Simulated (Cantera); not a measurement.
# Adiabatic ignition

An adiabatic, constant-pressure homogeneous reactor starts with 7.26 % CH₄, 9.44 % CO, 17.5 % O₂, 65.8 % N₂, at 1300 K and 10.0 bar.

Detailed kinetics in Cantera: GRI-Mech 3.0 (53 species, 325 reactions).

| t (s) | T (K) | x CH₄ | x CO | x O₂ | x HCO | x NO₂ | x NO | x C₂H₆ |
|---|---|---|---|---|---|---|---|---|
| 3.00e-6 | 1300 | 0.0726 | 0.0944 | 0.175 | <1e-12 | <1e-12 | <1e-12 | 7.14e-11 |
| 8.50e-6 | 1300 | 0.0726 | 0.0944 | 0.175 | <1e-12 | <1e-12 | <1e-12 | 2.03e-9 |
| 2.41e-5 | 1300 | 0.0726 | 0.0944 | 0.175 | 2.72e-12 | <1e-12 | <1e-12 | 6.29e-8 |
| 6.82e-5 | 1300 | 0.0726 | 0.0944 | 0.175 | 2.18e-11 | <1e-12 | <1e-12 | 1.79e-6 |
| 0.000193 | 1301 | 0.0725 | 0.0944 | 0.175 | 1.58e-10 | <1e-12 | <1e-12 | 2.15e-5 |
| 0.000548 | 1303 | 0.0722 | 0.0943 | 0.175 | 7.28e-10 | <1e-12 | <1e-12 | 0.000110 |
| 0.00155 | 1321 | 0.0699 | 0.0940 | 0.173 | 5.77e-9 | <1e-12 | <1e-12 | 0.000620 |
| 0.00440 | 2835 | <1e-12 | 0.0595 | 0.0103 | 1.61e-7 | 3.59e-6 | 0.00785 | <1e-12 |
| 0.0125 | 2835 | <1e-12 | 0.0595 | 0.0103 | 1.61e-7 | 3.60e-6 | 0.00785 | <1e-12 |
| 0.0353 | 2835 | <1e-12 | 0.0595 | 0.0103 | 1.61e-7 | 3.60e-6 | 0.00785 | <1e-12 |
| 0.100 | 2835 | <1e-12 | 0.0595 | 0.0103 | 1.61e-7 | 3.60e-6 | 0.00785 | <1e-12 |
x: mole fraction; the columns are a selection and need not sum to one.

```json
{
 "time_of_steepest_temperature_rise": "2.39 ms",
 "temperature at 0.100 s": "2835 K",
 "equilibrium_temperature": "2835 K",
 "x(CH₄) at 0.100 s": "<1e-12 (gas-phase equilibrium <1e-12)",
 "x(CO) at 0.100 s": "0.0595 (gas-phase equilibrium 0.0595)",
 "x(O₂) at 0.100 s": "0.0103 (gas-phase equilibrium 0.0103)"
}
```
